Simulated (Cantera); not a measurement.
**Thermodynamics of silicon etching in halogen gases, feed Si + Br2 + H2**

Charge: 1 mol Si, 1.1 mol Br2, a varied amount of H2, equilibrated at 752 °C and 0.220 bar.

These are equilibrium values from Cantera (NASA tables, ideal gas, pure condensed phases), not measurements of a reactor. Candidate condensed phases: Br2, Si; 19 gas species. The tables' values for SiBr3 are old estimates; treat these amounts as uncertain. The numbers say what is thermodynamically allowed, not how fast it happens.

```csv
n(H2) (mol),x H2,x SiBr4,x HBr,x SiHBr3,x SiBr2,x SiBr3,x SiH2Br2,x SiH3Br,n Si(s)
0.74,0.536,0.390,0.0412,0.0254,0.00364,0.00264,0.000782,8.50e-6,0.451
1.2,0.649,0.282,0.0418,0.0219,0.00310,0.00207,0.000804,1.04e-5,0.454
2.1,0.757,0.181,0.0404,0.0169,0.00248,0.00148,0.000752,1.18e-5,0.460
3.4,0.829,0.117,0.0379,0.0128,0.00199,0.00107,0.000662,1.21e-5,0.469
5.7,0.883,0.0704,0.0345,0.00903,0.00155,0.000731,0.000547,1.17e-5,0.482
9.6,0.921,0.0404,0.0306,0.00608,0.00117,0.000482,0.000432,1.09e-5,0.503
16,0.945,0.0225,0.0268,0.00397,0.000875,0.000311,0.000331,9.75e-6,0.534
27,0.962,0.0117,0.0230,0.00245,0.000631,0.000190,0.000243,8.50e-6,0.578
45,0.973,0.00572,0.0193,0.00144,0.000441,0.000111,0.000172,7.23e-6,0.639
```
x: gas mole fraction; n: condensed amount in mol.

From 0.74 mol H2 to 45 mol H2 the condensed part is Si(s). The main Si-bearing gas is SiBr4 throughout. The share of Si in condensed phases is highest at 45 mol H2 (63.9 %) and lowest at 0.74 mol H2 (45.1 %).
